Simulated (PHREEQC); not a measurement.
A column of 0.5 m (40 cells, dispersivity 0.018 m, 60 s a shift, diffusion coefficient 3e-10 m²/s) holds 0.007 eq of the database's cation exchanger X per kg of pore water, first in equilibrium with 0.0098 mol/kgw MgCl2, 0.0069 mol/kgw ZnSO4 and 1e-05 mol/kgw HCl. It is flushed with 0.0035 mol/kgw KCl, 0.0013 mol/kgw NaCl, 0.0006 mol/kgw CuCl2 and 1e-05 mol/kgw HCl, at 25 °C. Values are for the last cell. No CO2 enters from the air. Nothing may precipitate in this run.

Base run: PHREEQC, ion-association model, phreeqc.dat. Each further column changes one thing. The table gives K in solution (mol/kgw).

| pore volumes | base | exchange capacity from 0.007 to 0.0035 eq/kgw | dispersivity from 0.018 to 0.036 m |
|---|---|---|---|
| 0 | 0 | 0 | 0 |
| 0.4625 | 1.41e-6 | 3.22e-6 | 3.17e-5 |
| 0.9125 | 0.000611 | 0.000940 | 0.000936 |
| 1.363 | 0.00169 | 0.00230 | 0.00191 |
| 1.812 | 0.00243 | 0.00294 | 0.00244 |
| 2.263 | 0.00296 | 0.00329 | 0.00282 |
| 2.712 | 0.00324 | 0.00342 | 0.00309 |
| 3.163 | 0.00337 | 0.00346 | 0.00326 |
| 3.612 | 0.00342 | 0.00348 | 0.00335 |
| 4.062 | 0.00345 | 0.00348 | 0.00341 |
| 4.513 | 0.00346 | 0.00349 | 0.00344 |
| 4.963 | 0.00347 | 0.00349 | 0.00346 |
